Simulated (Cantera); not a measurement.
Cantera run:

```python
import numpy as np
import cantera as ct

gas_names = """
    CL CL2 H HCL H2 N NH NH2 NH3 N2 N2H2 N2H4 Si SiCL SiCL2 SiCL3 SiCL4 SiH SiHCL3 SiH2 SiH2CL2 SiH3
    SiH3CL SiH4 SiN Si2 Si2N Si3
""".split()
cond_names = """
    NH4CL(a) NH4CL(b) Si(cr) Si(L) Si3N4(a)
""".split()


# ... load() reads the species with a 1 bar reference pressure and builds the phases ...
atoms = {
    'Si': {'Si': 1},
    'HCl': {'H': 1, 'CL': 1},
    'N2': {'N': 2},
}
top_T = {'Si3N4(a)': 2400}  # K; cautious upper limits of use, not melting points


# ... equilibrate(T, P, feed) seeds the gas with the atoms and calls Mixture.equilibrate('TP', solver="vcs", rtol=1e-11, max_steps=5000) ...
results = []
feed = {'Si': 1, 'HCl': 8.9, 'N2': 11}  # mol
P = 20000  # Pa
for T in [550, 650, 750, 850, 950, 1050, 1150, 1250]:
    mix = equilibrate(T, P, feed)
    results.append((T, P, feed, dict(zip(mix.species_names, mix.species_moles))))
    x = sorted(zip(gas.X, gas.species_names), reverse=True)
    print(f"T = {T:g} K  P = {P:g} Pa  gas = {mix.phase_moles(0):.4g} mol")
    print("   x: " + "  ".join(f"{s} {v:.3e}" for v, s in x if v > 0.0001))
    print("   condensed (mol): " + ("  ".join(f"{mix.phase(i).name} {mix.phase_moles(i):.4g}"
          for i in range(1, mix.n_phases) if mix.phase_moles(i) > 1e-12) or "none"))
```

Result:

```
T = 550 K  P = 20000 Pa  gas = 18.89 mol
   x: N2 5.821e-01  HCL 2.594e-01  H2 1.051e-01  SiCL4 5.294e-02  NH3 5.485e-04
   condensed (mol): none
T = 650 K  P = 20000 Pa  gas = 18.9 mol
   x: N2 5.820e-01  HCL 2.593e-01  H2 1.057e-01  SiCL4 5.291e-02
   condensed (mol): none
T = 750 K  P = 20000 Pa  gas = 18.9 mol
   x: N2 5.820e-01  HCL 2.593e-01  H2 1.058e-01  SiCL4 5.290e-02
   condensed (mol): none
T = 850 K  P = 20000 Pa  gas = 18.9 mol
   x: N2 5.820e-01  HCL 2.593e-01  H2 1.058e-01  SiCL4 5.287e-02
   condensed (mol): none
T = 950 K  P = 20000 Pa  gas = 18.9 mol
   x: N2 5.820e-01  HCL 2.594e-01  H2 1.057e-01  SiCL4 5.281e-02
   condensed (mol): none
T = 1050 K  P = 20000 Pa  gas = 18.9 mol
   x: N2 5.820e-01  HCL 2.595e-01  H2 1.056e-01  SiCL4 5.264e-02  SiHCL3 2.223e-04
   condensed (mol): none
T = 1150 K  P = 20000 Pa  gas = 18.9 mol
   x: N2 5.819e-01  HCL 2.600e-01  H2 1.052e-01  SiCL4 5.218e-02  SiHCL3 4.289e-04  SiCL3 2.741e-04
   condensed (mol): none
T = 1250 K  P = 20000 Pa  gas = 18.92 mol
   x: N2 5.814e-01  HCL 2.622e-01  H2 1.038e-01  SiCL4 5.063e-02  SiCL3 1.116e-03  SiHCL3 7.134e-04  SiCL2 1.759e-04
   condensed (mol): Si3N4(a) 0.001465
```

These are equilibrium values from Cantera (NASA tables, ideal gas, pure condensed phases), not measurements of a reactor. N2 is the only nitrogen source here; it is nearly inert below about 1500 K, so the nitride shown seldom forms there in practice. The tables' values for SiCl3 are old estimates; treat these amounts as uncertain.
